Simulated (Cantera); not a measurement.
Charge: 1 mol SiCl4, a varied amount of H2, at 0.0900 bar.

Method: chemical equilibrium by Gibbs-energy minimisation in Cantera with the NASA 1993 tables (ideal gas, pure condensed phases). Candidate condensed phases: Si; 19 gas species. The tables' values for SiCl3 are old estimates. Kinetics and transport are ignored.

Stable condensed phases, one row left out:

```
T in K \ n(H2) in mol
          6.5   13   26   52  110  210  430  850 1700
   1725     A    A    B    B    B    B    B    B    B
   1650     A    A    B    B    B    B    B    B    B
   1575     A    A    B    B    B    B    B    B    B
   1500     A    A    B    B    B    B    B    B    B
   1425     A    B    B    B    B    B    B    B    B
   1350     A    B    B    B    B    B    B    B    B
   1275     A    B    B    B    B    B    B    B    B
   1125     B    B    B    B    B    B    B    B    B
   1050     A    B    B    B    B    B    B    B    B
```

A: gas only; B: Si.

Q: Give the row for 1200 K.

A: 6.5: Si; 13: Si; 26: Si; 52: Si; 110: Si; 210: Si; 430: Si; 850: Si; 1700: Si.
